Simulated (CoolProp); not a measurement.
Computed with CoolProp (reference Helmholtz-energy equation of state, Lemmon 2013).

Task: Give the vapour pressure (bar), liquid density (kg/m³), vapour density (kg/m³), liquid cp (kJ/(kg K)) of saturated propylene at 23.75, 37.75, 44.75 °C.

Result: 
```csv
T (°C),p (bar),liquid density (kg/m³),vapour density (kg/m³),liquid cp (kJ/(kg K))
23.75,11.2,508,23.6,2.66
37.75,15.7,483,33.7,2.84
44.75,18.3,469,40.2,2.97
```
